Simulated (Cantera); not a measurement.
Charge: 1 mol SiH4, 12 mol H2O, 7.2 mol H2, held at 57.0 Pa.

Cantera equilibrium calculation (NASA polynomials, part measured and part estimated; ideal gas, pure solids and liquids). Candidate condensed phases: H2O, Si, SiO2; 18 gas species. The tables hold silica as quartz up to 1696 K and as liquid above; real silica turns to tridymite and cristobalite and melts near 1996 K. Rates play no part.

Problem. Which condensed phases are stable at each of these points (T (K)): 625, 675, 725, 775, 825, 875, 925, 975, 1025, 1075, 1125, 1175?

Solution. 
| T (K) | condensed phases | Si condensed (%) |
|---|---|---|
| 625 | SiO2(α-quartz) | 100.0 |
| 675 | SiO2(α-quartz) | 100.0 |
| 725 | SiO2(α-quartz) | 100.0 |
| 775 | SiO2(α-quartz) | 100.0 |
| 825 | SiO2(α-quartz) | 100.0 |
| 875 | SiO2(β-quartz) | 100.0 |
| 925 | SiO2(β-quartz) | 100.0 |
| 975 | SiO2(β-quartz) | 100.0 |
| 1025 | SiO2(β-quartz) | 100.0 |
| 1075 | SiO2(β-quartz) | 100.0 |
| 1125 | SiO2(β-quartz) | 100.0 |
| 1175 | SiO2(β-quartz) | 100.0 |

From 625 K to 825 K the condensed part is SiO2(α-quartz). From 875 K to 1175 K the condensed part is SiO2(β-quartz).
